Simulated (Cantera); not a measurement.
Premixed flame

A freely propagating, adiabatic, planar premixed flame of 13.4 % CH₃OH, 18.2 % O₂, 68.5 % N₂, unburnt at 450 K and 0.711 atm; mixture-averaged transport, grid criteria slope 0.08 and curve 0.16, no radiation.

Computed with Cantera and GRI-Mech 3.0 (53 species, 325 reactions). GRI-Mech 3.0 was tuned for natural gas; its chemistry of methanol as a main component is partial and can be far from experiment. Burning velocities carry a grid error of a few per cent, more on coarse grids.

```csv
z (mm),T (K),u (m/s),x CH₃OH,x O₂,x HCO,x C₂H,x HCN,x CO₂
-1.08,450,0.967,0.133,0.181,<1e-8,<1e-8,<1e-8,1.93e-7
-0.721,452,0.976,0.133,0.180,<1e-8,<1e-8,<1e-8,5.47e-6
-0.541,460,0.996,0.132,0.179,<1e-8,<1e-8,<1e-8,2.95e-5
-0.361,513,1.12,0.128,0.173,<1e-8,<1e-8,<1e-8,0.000298
-0.180,856,1.95,0.0987,0.143,6.65e-8,<1e-8,4.39e-8,0.00382
-0.0902,1247,2.93,0.0557,0.107,2.19e-5,<1e-8,1.12e-7,0.0102
0,1659,4.03,0.00858,0.0665,0.000317,<1e-8,2.35e-7,0.0218
0.0902,1800,4.40,0.000110,0.0417,4.27e-5,<1e-8,2.75e-7,0.0363
0.180,1842,4.49,3.35e-7,0.0283,7.91e-7,<1e-8,1.61e-7,0.0496
0.361,1897,4.58,<1e-8,0.0191,1.35e-7,<1e-8,3.95e-8,0.0661
0.721,1964,4.71,<1e-8,0.0150,9.02e-8,<1e-8,<1e-8,0.0765
1.44,2043,4.88,<1e-8,0.0121,5.81e-8,<1e-8,<1e-8,0.0804
2.89,2124,5.04,<1e-8,0.00907,3.37e-8,<1e-8,<1e-8,0.0835
```
x: mole fraction of selected species; z is measured from the peak of heat release.

- laminar burning velocity = 96.5 cm/s
- thermal thickness = 0.361 mm
- peak x(HCO) = 0.000318
- peak x(C₂H) = <1e-8
- peak x(HCN) = 2.92e-7
- grid points = 133
